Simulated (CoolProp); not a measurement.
Properties of m-xylene along the isobar 765 kPa (Tc = 616.9 K, pc = 3535 kPa, ω = 0.326).

Model: reference Helmholtz-energy equation of state, Zhou 2012, in CoolProp.

| T (K) | phase | cp (kJ/(kg K)) | speed of sound (m/s) | Joule-Thomson coefficient (K/MPa) | conductivity (mW/(m K)) | Prandtl number | fugacity coefficient |
|---|---|---|---|---|---|---|---|
| 394.1 | liquid | 2.046 | 948.2 | -0.3231 | 106 | 4.86 | 0.07934 |
| 426.4 | liquid | 2.170 | 833.2 | -0.2555 | 97.9 | 4.43 | 0.1855 |
| 458.6 | liquid | 2.301 | 722.4 | -0.1676 | 91.0 | 4.07 | 0.3712 |
| 490.9 | liquid | 2.448 | 611.1 | -0.03755 | 84.9 | 3.74 | 0.6585 |
| 523.2 | gas | 2.121 | 175.7 | 16.53 | 30.6 | 0.792 | 0.8653 |
| 555.5 | gas | 2.163 | 187.9 | 12.50 | 34.6 | 0.761 | 0.8901 |
| 587.7 | gas | 2.218 | 198.2 | 9.914 | 38.7 | 0.740 | 0.9089 |
| 620 | gas | 2.280 | 207.2 | 8.125 | 42.9 | 0.723 | 0.9235 |

Viscosity comes from a separate model (Cao 2016). Thermal conductivity comes from a separate model (Mylona 2014).
